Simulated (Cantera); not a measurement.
**Hydrocarbon pyrolysis for carbon deposition**

An isothermal, constant-pressure homogeneous reactor starts with 9.90 % C₂H₆, 90.1 % N₂, at 1573 K and 0.0947 atm.

Detailed kinetics in Cantera: GRI-Mech 3.0 (53 species, 325 reactions). GRI-Mech 3.0 stops at C3 and has no aromatics, soot or wall deposition, so with more carbon than oxygen in the feed, carbon stays in small species such as C2H2 where larger ones or solid carbon would form.

```csv
t (s),x C₂H₆,x C₂H₂,x H,x HCN,x C₂H,x C₂H₄
0.000200,0.0639,0.000943,0.000243,2.28e-7,3.18e-8,0.0212
0.000479,0.0264,0.00794,0.000311,4.81e-7,1.43e-7,0.0435
0.00115,0.00355,0.0272,0.000273,6.88e-7,2.67e-7,0.0414
0.00275,0.000289,0.0448,0.000118,7.39e-7,1.54e-7,0.0260
0.00660,4.30e-5,0.0552,5.30e-5,7.40e-7,7.71e-8,0.0153
0.0158,1.33e-5,0.0625,3.18e-5,7.36e-7,4.90e-8,0.00771
0.0379,9.31e-6,0.0677,2.88e-5,7.33e-7,4.60e-8,0.00230
0.0909,9.35e-6,0.0700,3.10e-5,7.35e-7,4.99e-8,0.000360
0.218,8.11e-6,0.0710,3.23e-5,7.43e-7,5.15e-8,0.000260
0.522,5.86e-6,0.0729,3.47e-5,7.62e-7,5.43e-8,0.000229
1.25,3.07e-6,0.0758,3.90e-5,8.02e-7,5.95e-8,0.000197
3.00,1.02e-6,0.0789,4.50e-5,8.79e-7,6.69e-8,0.000179
```
x: mole fraction; the columns are a selection and need not sum to one.

Equilibrium at this temperature and pressure: C₂H₆ 6.90e-9, C₂H₂ 0.0388, H 5.36e-5, HCN 0.0872, C₂H 3.65e-8, C₂H₄ 8.61e-5 (gas phase only).
